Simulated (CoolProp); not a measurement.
Values from CoolProp's reference Helmholtz-energy equation of state, Gao 2022.

Problem. For n-perfluoropentane, give the phase and the density (kg/m³), speed of sound (m/s), Joule-Thomson coefficient (K/MPa), expansivity (1/kK) at 399.9 K and 0.563 MPa.

Solution. 
- 399.9 K and 0.563 MPa: gas; density 55.7, speed of sound 96.1, Joule-Thomson coefficient 10.8, expansivity 3.98
